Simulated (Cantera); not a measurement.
An isothermal, constant-pressure homogeneous reactor starts with NH₃ : H₂ = 1 : 0.74 (molar parts), at 1575 K and 2700 Pa.

Computed with Cantera and the gas-phase N/H chemistry of the illustrative SiF4/NH3 mechanism in the Surface Chemkin manual (1991). Walls and surfaces, which speed up NH3 decomposition in real reactors, are not modelled.

x: mole fraction; the columns are a selection and need not sum to one.

| t (s) | x NH₃ | x H₂ | x N₂ | x N | x NH | x NH₂ | x N₂H₂ |
|---|---|---|---|---|---|---|---|
| 5.00e-5 | 0.575 | 0.425 | <1e-12 | <1e-12 | <1e-12 | 3.25e-8 | <1e-12 |
| 0.000230 | 0.575 | 0.425 | <1e-12 | <1e-12 | 1.03e-12 | 1.54e-7 | <1e-12 |
| 0.00106 | 0.575 | 0.425 | 4.47e-12 | <1e-12 | 2.81e-11 | … | 1.29e-11 |
| 0.00486 | 0.575 | 0.425 | 1.28e-9 | <1e-12 | 6.28e-10 | 3.29e-6 | 5.47e-10 |
| 0.0224 | 0.575 | 0.425 | 1.79e-7 | 8.26e-11 | 1.33e-8 | 1.51e-5 | 1.45e-8 |
| 0.103 | 0.575 | 0.425 | 2.06e-5 | 5.91e-9 | 2.34e-7 | 6.39e-5 | 3.04e-7 |
| 0.473 | 0.573 | 0.426 | 0.000512 | 1.83e-8 | 5.03e-7 | 9.41e-5 | 6.98e-7 |
| 2.17 | 0.565 | 0.432 | 0.00298 | 1.83e-8 | 5.01e-7 | 9.33e-5 | 6.83e-7 |
| 10.0 | 0.531 | 0.455 | … | 1.85e-8 | 4.92e-7 | 8.95e-5 | … |

Question: Complete the blanks.

Answer: 
- 0.00106, x NH₂: 7.15e-7
- 10.0, x N₂: 0.0137
- 10.0, x N₂H₂: 6.19e-7
